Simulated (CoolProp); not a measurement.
Vapour-liquid equilibrium of carbon monoxide (1) + methane (2) at 3.18 bar; x and y are mole fractions of (1).

The numbers come from the multi-fluid Helmholtz-energy mixture model, Lemmon 2006 and Setzmann 1991; pair parameters Kunz 2012 in CoolProp.

### Question
Give the bubble temperature and the first vapour's composition at x = 0.05, 0.2, 0.35. Is there an azeotrope?

### Answer
x = 0.05: 122.1 K, y = 0.320; x = 0.2: 110.1 K, y = 0.757; x = 0.35: 103.4 K, y = 0.887. No azeotrope shows between x = 0.05 and 0.95.

Pair parameters are fitted to limited data, so mixtures are less certain than the pure fluids.
